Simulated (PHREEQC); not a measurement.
0.064 g of hydrous ferric oxide (600 m²/g; 0.2 weak and 0.005 strong sites per Fe, Dzombak-Morel constants, diffuse double layer) in 1 kg of water with 0.001 mol/kgw of an inert sodium salt and 0.00043 mol Ag2SO4 and 2.9e-05 mol MgCl2, at 25 °C; the pH is set by adding NaOH or the inert anion's acid. Oxygen is held at 0.21 atm. CO2 from the air is kept out. Nothing may precipitate in this run.

Computed with PHREEQC (ion-association model, wateq4f.dat).

```tsv
pH	S sorbed (%)	Ag sorbed (%)	Mg sorbed (%)	surface charge σ (C/m²)	surface potential ψ (mV)
4	16.0	0.0	0.0	0.016	89
4.5	15.3	0.0	0.0	0.015	87
5	13.8	0.1	0.0	0.014	84
5.5	11.2	0.2	0.0	0.012	78
6	8.1	0.4	0.0	0.010	70
6.5	5.0	0.5	0.0	0.008	60
7	2.3	0.8	0.3	0.006	48
7.5	0.6	1.8	1.7	0.004	31
8	0.1	4.1	10.4	0.001	8
8.5	0.0	7.6	31.7	-0.001	-9
9	0.0	10.7	48.0	-0.002	-17
9.5	0.0	12.2	54.4	-0.002	-19
10	0.0	12.9	56.3	-0.002	-20
```

Along this series the solution becomes supersaturated in solids that the run did not let form, among them Cerargyrite, Ag2O. Complexes and solids missing from the database can't appear.
